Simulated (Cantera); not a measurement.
## Ignition delay

Mixture: CH₄ : O₂ : N₂ = 1 : 1.33 : 5.01 (molar parts), equivalence ratio 1.5, at 1.00 atm, adiabatic and at constant pressure. Ignition delay is the time to a rise of 400 K.

Computed with Cantera and GRI-Mech 3.0 (53 species, 325 reactions).

```csv
T0 (K),delay (ms)
1050,582
1150,119
1250,28.3
1350,7.71
1450,2.37
1550,0.835
1650,0.342
```

```yaml
apparent activation energy between 1450 and 1650 K: 190 kJ/mol
```
